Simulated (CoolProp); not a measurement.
Vapour-liquid equilibrium of ethylene (1) + isobutane (2) at 233.4 K; x and y are mole fractions of (1).

Computed with CoolProp (multi-fluid Helmholtz-energy mixture model, Smukala 2000 and Bücker 2006; pair parameters Bell 2016).

```tsv
x	bubble pressure, mixture model (kPa)	bubble pressure, Raoult's law (kPa)	y, mixture model	y, Raoult's law
0.05	82.85	100.8	0.658	0.726
0.125	167.4	208.3	0.839	0.878
0.2	256.6	315.9	0.901	0.926
0.275	350.6	423.4	0.932	0.950
0.35	449.3	530.9	0.950	0.964
0.425	552.3	638.5	0.963	0.974
0.5	659.3	746.0	0.972	0.981
0.575	769.8	853.6	0.978	0.986
0.65	883.5	961.1	0.984	0.989
0.725	1000	1069	0.988	0.993
0.8	1120	1176	0.992	0.995
0.875	1243	1284	0.995	0.997
0.95	1371	1391	0.998	0.999
```

The largest gap from Raoult's law is -19.6 % in bubble pressure, at x = 0.125. No azeotrope shows between x = 0.05 and 0.95.

The pair parameters rest on a limited set of measurements; away from them the model extrapolates.
